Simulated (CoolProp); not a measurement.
Saturated liquid density (kg/m³) of p-xylene: the reference equation beside estimates from Tc = 343.0 °C, pc = 3.532 MPa, ω = 0.324.

Model: reference Helmholtz-energy equation of state, Zhou 2012, in CoolProp.

```json
[
 {"T (°C)": "145.35", "reference": "746.0", "van der Waals": "425.1", "Soave-Redlich-Kwong": "___", "Peng-Robinson": "735.1"},
 {"T (°C)": "153.45", "reference": "737.7", "van der Waals": "420.5", "Soave-Redlich-Kwong": "642.2", "Peng-Robinson": "726.7"},
 {"T (°C)": "161.55", "reference": "729.3", "van der Waals": "415.7", "Soave-Redlich-Kwong": "634.2", "Peng-Robinson": "718.0"},
 {"T (°C)": "169.65", "reference": "720.8", "van der Waals": "410.8", "Soave-Redlich-Kwong": "625.9", "Peng-Robinson": "___"},
 {"T (°C)": "177.75", "reference": "712.0", "van der Waals": "405.8", "Soave-Redlich-Kwong": "___", "Peng-Robinson": "699.4"},
 {"T (°C)": "185.85", "reference": "703.0", "van der Waals": "400.6", "Soave-Redlich-Kwong": "608.4", "Peng-Robinson": "689.5"},
 {"T (°C)": "193.95", "reference": "693.8", "van der Waals": "395.3", "Soave-Redlich-Kwong": "___", "Peng-Robinson": "679.2"},
 {"T (°C)": "202.05", "reference": "684.4", "van der Waals": "___", "Soave-Redlich-Kwong": "589.4", "Peng-Robinson": "668.5"},
 {"T (°C)": "210.15", "reference": "674.7", "van der Waals": "384.2", "Soave-Redlich-Kwong": "579.3", "Peng-Robinson": "657.2"},
 {"T (°C)": "218.25", "reference": "664.7", "van der Waals": "___", "Soave-Redlich-Kwong": "568.7", "Peng-Robinson": "645.4"},
 {"T (°C)": "226.45", "reference": "654.2", "van der Waals": "372.2", "Soave-Redlich-Kwong": "557.5", "Peng-Robinson": "632.8"},
 {"T (°C)": "234.55", "reference": "643.5", "van der Waals": "365.9", "Soave-Redlich-Kwong": "___", "Peng-Robinson": "619.7"},
 {"T (°C)": "242.65", "reference": "632.3", "van der Waals": "359.4", "Soave-Redlich-Kwong": "533.8", "Peng-Robinson": "606.0"},
 {"T (°C)": "250.75", "reference": "620.7", "van der Waals": "352.5", "Soave-Redlich-Kwong": "___", "Peng-Robinson": "591.4"}
]
```

Task: Some entries are withheld; supply them.

Result: 
- 145.35, Soave-Redlich-Kwong: 649.9
- 169.65, Peng-Robinson: 708.9
- 177.75, Soave-Redlich-Kwong: 617.3
- 193.95, Soave-Redlich-Kwong: 599.0
- 202.05, van der Waals: 389.8
- 218.25, van der Waals: 378.3
- 234.55, Soave-Redlich-Kwong: 545.9
- 250.75, Soave-Redlich-Kwong: 521.0

Absolute difference from the reference over all 14 rows, mean and median: van der Waals 43.1 and 43.0 %, Soave-Redlich-Kwong 14.0 and 13.8 %, Peng-Robinson 2.5 and 2.2 %.
